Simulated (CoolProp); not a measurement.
The fluid at 275.76 K and 3.73 MPa is throttled through a valve to 0.923 MPa with no heat exchange. The same conditions are run with several fluids, on thermodynamics alone (safety and materials aside).

Model: reference Helmholtz-energy equation of state of each fluid (CF4 (R14): Platzer 1990; methane: Setzmann 1991; dry air: Lemmon 2000; fluorine: de Reuck 1990; oxygen: Schmidt 1985), in CoolProp. The equations of Platzer and Polt are older, rougher fits. Blends and air are pseudo-pure fits.

Rank CF4 (R14), methane, dry air, fluorine, oxygen by temperature change (K), highest first.

fluorine (-6.2), dry air (-7.1), oxygen (-8.6), methane (-14.8), CF4 (R14) (-21.0)

| fluid | final density (kg/m³) |
|---|---|
| CF4 (R14) | 40.8 |
| methane | 7.00 |
| dry air | 12.0 |
| fluorine | 15.7 |
| oxygen | 13.4 |
